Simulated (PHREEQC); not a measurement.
Dissolve 22 mmol/kgw MgCl2 and 2 mmol/kgw NaHCO3 at 25 °C. Closed to the air; pH follows from the charge balance.

Model: Pitzer model, pitzer.dat, run in PHREEQC.

The ionic strength comes out as 0.0679 mol/kgw. What activity coefficients do HCO3-, Na+, MgOH+, CO3-2, Cl- get?

HCO3- 0.77, Na+ 0.81, MgOH+ 0.86, CO3-2 0.32, Cl- 0.79. Single-ion values are on the MacInnes scale.

No solid was allowed to form. Saturation is exceeded, for instance for Magnesite (slow to form); the values hold only as long as no solid forms.
